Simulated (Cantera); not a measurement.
An isothermal plug-flow reactor at 1073 K and 975 Torr (inlet), inlet velocity 0.5 m/s, active area per volume 1000 1/m; feed CH4 : O2 : N2 : H2O = 0.023 : 0.012 : 0.79 : 0.016 (molar parts).

Model: Deutschmann's 1995 Pt surface mechanism with GRI-Mech 3.0 gas chemistry, integrated in Cantera. Catalytic surfaces can have several steady states; this one follows from the mechanism file's or the stated starting coverage. Mass transfer to the wall is taken as infinitely fast.

**Question.** What does this change do: inlet velocity 0.5 to 1.7 m/s?

**Answer.** 
```tsv
quantity	before	after
x(CH4) at z = 0.088 m	0.0128	0.0132
x(O2) at z = 0.088 m	0.000475	0.000629
x(H2O) at z = 0.088 m	0.0317	0.0318
x(CO2) at z = 0.088 m	5.98e-5	5.98e-5
x(CO) at z = 0.088 m	0.0141	0.0137
θ(free Pt) at the exit	0.0118	0.0233
θ(C*) at the exit	0.987	0.975
```
